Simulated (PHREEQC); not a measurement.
Make-up at 65 °C: 0.0014 mol NaOH and 0.00064 mol (CH3)4NCl per kg of water. Closed to the air; pH follows from the charge balance.

Computed with PHREEQC (ion-association model, phreeqc.dat).

Precipitation was switched off in this run.

### Question
What pH does the model give?

### Answer
pH 10.02.

(CH3)4N+ isn't in the database: it is added as a free cation with an ion size of 4 Å. Away from 25 °C the constants follow the database's enthalpies or fits; those with neither stay at their 25 °C values.
